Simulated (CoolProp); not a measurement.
Acetone along the isotherm 542 K: density (kg/m³) from the reference equation and from simpler models built on Tc = 508.1 K, pc = 4692 kPa, ω = 0.307; each cubic takes its own stable root.

The numbers come from the reference Helmholtz-energy equation of state, Lemmon 2006 in CoolProp. It is a short technical equation, of lower accuracy than the large ones.

```csv
p (kPa),phase,reference
293,gas,3.852
587,gas,7.880
880,gas,12.07
1170,gas,16.41
1470,gas,21.11
1760,gas,25.89
2050,gas,30.92
2350,gas,36.42
```

### Question
How far does each simpler model (ideal gas, Redlich-Kwong) lie from the reference over these 8 states: mean and median of the absolute difference, and the worst?

### Answer
- ideal gas: mean 9.3 %, median 9.2 %, worst -16.8 % at 542 K and 2350 kPa
- Redlich-Kwong: mean 0.9 %, median 0.9 %, worst -1.6 % at 542 K and 2350 kPa
